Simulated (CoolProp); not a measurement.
Vapour-liquid equilibrium of R143a (1) + dimethyl ether (2) at 0.209 bar; x and y are mole fractions of (1).

The numbers come from the multi-fluid Helmholtz-energy mixture model, Lemmon and Jacobsen 2000 and Wu 2011; pair parameters Bell 2016 in CoolProp.

```tsv
x	bubble temperature (°C)	y at the bubble point	dew temperature at overall composition x (°C)	liquid density (mol/L)
0.05	-58.1	0.170	-56.5	___
0.125	-61.0	0.355	-57.5	___
0.2	-63.3	___	-58.6	___
0.275	-65.2	0.586	-59.7	16.31
0.35	-66.9	0.663	-60.9	16.15
0.425	-68.3	0.725	-62.2	15.99
0.5	-69.6	0.776	-63.5	___
0.575	-70.7	0.820	-65.0	15.66
0.65	___	0.859	-66.6	15.50
0.725	-72.7	0.894	-68.3	15.34
0.8	-73.6	0.925	-70.2	15.18
0.875	-74.4	0.954	-72.2	15.02
0.95	-75.2	0.982	-74.3	14.87
```

Question: What belongs in the gaps?

Answer: 
- 0.05, liquid density (mol/L): 16.77
- 0.125, liquid density (mol/L): 16.62
- 0.2, y at the bubble point: 0.487
- 0.2, liquid density (mol/L): 16.47
- 0.5, liquid density (mol/L): 15.82
- 0.65, bubble temperature (°C): -71.7

No azeotrope shows between x = 0.05 and 0.95.

The pair parameters rest on a limited set of measurements; away from them the model extrapolates.
